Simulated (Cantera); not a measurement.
**Formation from one mole of O2**

Cantera with NASA thermochemical tables; ideal gases at 1 bar, condensed phases pure. Values are per mole of reaction as written; species without (g) are pure solids or liquids, kept so even where they would boil at 1 bar.

0.6667 Cr + O2(g) → 0.6667 CrO3(g)

```json
[
 {"T (K)": "300", "ΔH° (kJ)": "-195.3", "ΔS° (J/K)": "-43.5", "ΔG° (kJ)": "-182.2", "log10 K": "31.73"},
 {"T (K)": "950", "ΔH° (kJ)": "-197.3", "ΔS° (J/K)": "-47.5", "ΔG° (kJ)": "-152.2", "log10 K": "8.37"},
 {"T (K)": "1050", "ΔH° (kJ)": "-197.6", "ΔS° (J/K)": "-47.8", "ΔG° (kJ)": "-147.4", "log10 K": "7.33"},
 {"T (K)": "1150", "ΔH° (kJ)": "-198.1", "ΔS° (J/K)": "-48.3", "ΔG° (kJ)": "-142.6", "log10 K": "6.48"},
 {"T (K)": "1250", "ΔH° (kJ)": "-198.7", "ΔS° (J/K)": "-48.7", "ΔG° (kJ)": "-137.7", "log10 K": "5.76"},
 {"T (K)": "1350", "ΔH° (kJ)": "-199.4", "ΔS° (J/K)": "-49.3", "ΔG° (kJ)": "-132.8", "log10 K": "5.14"}
]
```

2 Pb + O2(g) → 2 PbO(g)

```csv
T (K),ΔH° (kJ),ΔS° (J/K),ΔG° (kJ),log10 K,condensed phases
300,140.6,145.2,97.0,-16.89,Pb(s)
950,118.3,107.2,16.4,-0.90,Pb(l)
1050,116.3,105.2,5.8,-0.29,Pb(l)
1150,114.4,103.5,-4.6,0.21,Pb(l)
1250,112.5,101.9,-14.9,0.62,Pb(l)
1350,110.7,100.5,-25.0,0.97,Pb(l)
```

1.333 V + O2(g) → 0.6667 V2O3

| T (K) | ΔH° (kJ) | ΔS° (J/K) | ΔG° (kJ) | log10 K |
|---|---|---|---|---|
| 300 | -812.5 | -178.2 | -759.0 | 132.16 |
| 950 | -802.6 | -161.5 | -649.2 | 35.69 |
| 1050 | -800.9 | -159.8 | -633.1 | 31.50 |
| 1150 | -799.2 | -158.3 | -617.2 | 28.03 |
| 1250 | -797.4 | -156.8 | -601.5 | 25.13 |
| 1350 | -795.6 | -155.4 | -585.9 | 22.67 |

Nb + O2(g) → NbO2(g)

| T (K) | ΔH° (kJ) | ΔS° (J/K) | ΔG° (kJ) | log10 K |
|---|---|---|---|---|
| 300 | -200.0 | 31.2 | -209.4 | 36.46 |
| 950 | -204.5 | 22.9 | -226.3 | 12.44 |
| 1050 | -205.3 | 22.2 | -228.5 | 11.37 |
| 1150 | -206.0 | 21.5 | -230.7 | 10.48 |
| 1250 | -206.8 | 20.8 | -232.8 | 9.73 |
| 1350 | -207.6 | 20.2 | -234.9 | 9.09 |
